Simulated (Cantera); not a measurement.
Mixture: CH4 : O2 : N2 = 1 : 2.86 : 10.7 (molar parts), equivalence ratio 0.70, at 750 Torr, adiabatic and at constant pressure. Ignition delay is the time to a rise of 400 K.

Computed with Cantera and GRI-Mech 3.0 (53 species, 325 reactions).

Question: What does this change do: pressure from 750 Torr to 27000 Torr?

Answer: 
```
quantity                                                before       after
--------------------------------------------------  ----------  ----------
delay at 1100 K                                        0.172 s     4.04 ms
delay at 1150 K                                        78.9 ms     1.98 ms
delay at 1200 K                                        37.8 ms     1.04 ms
delay at 1250 K                                        18.8 ms    0.577 ms
delay at 1300 K                                        9.72 ms    0.334 ms
delay at 1350 K                                        5.22 ms    0.201 ms
delay at 1400 K                                        2.91 ms    0.124 ms
apparent activation energy between 1300 and 1400 K  180 kJ/mol  150 kJ/mol
```
The pressure lies above the range GRI-Mech 3.0 was tuned for (to about 10 atm).

Question: What does this change do: pressure from 750 Torr to 6530 Torr?

Answer: 
```
quantity                                                before       after
--------------------------------------------------  ----------  ----------
delay at 1100 K                                        0.172 s     17.7 ms
delay at 1150 K                                        78.9 ms     8.87 ms
delay at 1200 K                                        37.8 ms     4.66 ms
delay at 1250 K                                        18.8 ms     2.54 ms
delay at 1300 K                                        9.72 ms     1.43 ms
delay at 1350 K                                        5.22 ms    0.823 ms
delay at 1400 K                                        2.91 ms    0.487 ms
apparent activation energy between 1300 and 1400 K  180 kJ/mol  160 kJ/mol
```
